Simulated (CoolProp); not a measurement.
Vapour pressure (MPa) of ammonia: the reference equation beside estimates from Tc = 132.4 °C, pc = 11.36 MPa, ω = 0.256. Clausius-Clapeyron is anchored at -62.95 °C with a constant enthalpy of vaporisation of 24.73 kJ/mol.

Values from CoolProp's reference Helmholtz-energy equation of state, Gao 2020.

```
T (°C)  reference  Lee-Kesler  Clausius-Clapeyron  Redlich-Kwong  Soave-Redlich-Kwong
------  ---------  ----------  ------------------  -------------  -------------------
-62.95    0.01793     0.01611             0.01793        0.04167              0.01650
-57.15    0.02627     0.02394             0.02621        0.05910              0.02444
-51.45    0.03740     0.03451             0.03735        0.08148              0.03514
-45.65    0.05247     0.04899             0.05257         0.1106              0.04974
-39.85    0.07221     0.06815             0.07276         0.1474              0.06902
-34.15    0.09715     0.09258             0.09861         0.1922              0.09353
-28.35     0.1293      0.1243              0.1324         0.2477               0.1253
-22.55     0.1695      0.1643              0.1754         0.3148               0.1652
-16.85     0.2181      0.2130              0.2284         0.3933               0.2138
-11.05     0.2784      0.2736              0.2952         0.4873               0.2743
-5.35      0.3498      0.3457              0.3759         0.5951               0.3461
0.45       0.4365      0.4335              0.4757         0.7218               0.4336
6.25       0.5391      0.5376              0.5960         0.8672               0.5374
11.95      0.6573      0.6577              0.7374          1.030               0.6573
```

Absolute difference from the reference over all 14 rows, mean and median: Lee-Kesler 4.1 and 3.5 %, Clausius-Clapeyron 4.2 and 2.9 %, Redlich-Kwong 91.0 and 88.6 %, Soave-Redlich-Kwong 3.2 and 2.8 %.
